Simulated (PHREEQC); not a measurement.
A solution holds 0.04 mol HF, 0.0019 mol ZnSO4 and 0.00093 mol MnSO4 per kg of water, at 25 °C. It is in equilibrium with CO2 at log p = 0 (atm). Otherwise closed; pH follows from the charge balance.

Model: ion-association model, phreeqc.dat, run in PHREEQC.

No solid was allowed to form.

Q: What pH does the model give?

A: pH 2.31.

Q: In which forms is Mn present?

A: Mn+2 87 %, MnSO4 11 %, MnF+ 2.0 % of the Mn.

Species that the database lacks are ignored.
